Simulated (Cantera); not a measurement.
Input: 1 mol SF6, 0.21 mol O2, 8.9 mol H2, equilibrated at 7.50 Torr.

These are equilibrium values from Cantera (NASA tables, ideal gas, pure condensed phases), not measurements of a reactor. Candidate condensed phases: H2O, H2SO4, S; 43 gas species. Equilibrium is a limit: real reactors are often held back by kinetics, nucleation or transport. All values below are at 2348 K.

Base state: HF 0.457, H2 0.382, H 0.0763, S 0.0270, H2O 0.0226, S2 0.0148, SH 0.0104, SO 0.00737 (mole fractions); condensed: gas only.

Q: What changes in the equilibrium state with this change: SF6 replaced by NF3?

A: 
| species | before | after |
|---|---|---|
| H2 | 0.382 | 0.565 |
| HF | 0.457 | 0.262 |
| H | 0.0763 | 0.0928 |
| N2 | 0 | 0.0437 |
| S | 0.0270 | 0 |
| S2 | 0.0148 | 0 |
| SH | 0.0104 | 0 |
| H2O | 0.0226 | 0.0356 |
| SO | 0.00737 | 0 |
| H2S | 0.00122 | 0 |
| SO2 | 0.000544 | 0 |
| NO | 0 | 1.52e-5 |
| S2O | 1.38e-5 | 0 |
